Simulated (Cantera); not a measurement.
An adiabatic, constant-pressure homogeneous reactor starts with 4.77 % CH4, 15.1 % O2, 80.1 % N2, equivalence ratio 0.63, at 1650 K and 9.87 atm.

Computed with Cantera and GRI-Mech 3.0 (53 species, 325 reactions).

Question: Predict: time of steepest temperature rise; temperature at 0.200 s; equilibrium temperature; x(O2) at 0.200 s; x(N2O) at 0.200 s; x(H2O2) at 0.200 s; x(OH) at 0.200 s; x(H2O) at 0.200 s.

Answer: 
- time of steepest temperature rise = 58.3 µs
- temperature at 0.200 s = 2546 K
- equilibrium temperature = 2546 K
- x(O2) at 0.200 s = 0.0493 (gas-phase equilibrium 0.0493)
- x(N2O) at 0.200 s = 2.14e-6 (gas-phase equilibrium 2.14e-6)
- x(H2O2) at 0.200 s = 4.95e-7 (gas-phase equilibrium 4.95e-7)
- x(OH) at 0.200 s = 0.00623 (gas-phase equilibrium 0.00623)
- x(H2O) at 0.200 s = 0.0907 (gas-phase equilibrium 0.0907)
